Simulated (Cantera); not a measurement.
A Cantera script and what it prints.

```python
import numpy as np
import cantera as ct

gas_names = [...]  # 136 gases of nasa_gas.yaml made of C, H, N, O
cond_names = """
    C(gr) C6H6(L) C7H8(L) C8H18(L),n-octa H2O(s) H2O(L)
""".split()


# ... load() reads the species with a 1 bar reference pressure and builds the phases ...
atoms = {
    'CH4': {'C': 1, 'H': 4},
    'CO2': {'C': 1, 'O': 2},
    'N2': {'N': 2},
    'H2O': {'H': 2, 'O': 1},
}
top_T = {'C(gr)': 4500}  # K; cautious upper limits of use, not melting points


# ... equilibrate(T, P, feed) seeds the gas with the atoms and calls Mixture.equilibrate('TP', solver="vcs", rtol=1e-11, max_steps=5000) ...
results = []
feed = {'CH4': 1, 'CO2': 4.1, 'N2': 12, 'H2O': 0.058}  # mol
T = 1923.15  # K
P = 15000  # Pa
mix = equilibrate(T, P, feed)
results.append((T, P, feed, dict(zip(mix.species_names, mix.species_moles))))
x = sorted(zip(gas.X, gas.species_names), reverse=True)
print(f"T = {T:g} K  P = {P:g} Pa  gas = {mix.phase_moles(0):.4g} mol")
print("   x: " + "  ".join(f"{s} {v:.3e}" for v, s in x if v > 1e-05))
print("   condensed (mol): " + ("  ".join(f"{mix.phase(i).name} {mix.phase_moles(i):.4g}"
      for i in range(1, mix.n_phases) if mix.phase_moles(i) > 1e-12) or "none"))
```

Output:

```
T = 1923.15 K  P = 15000 Pa  gas = 19.16 mol
   x: N2 6.262e-01  CO 1.753e-01  CO2 9.079e-02  H2O 7.391e-02  H2 3.322e-02  H 4.438e-04  OH 8.503e-05  NO 1.084e-05
   condensed (mol): none
```

These are equilibrium values from Cantera (NASA tables, ideal gas, pure condensed phases), not measurements of a reactor.
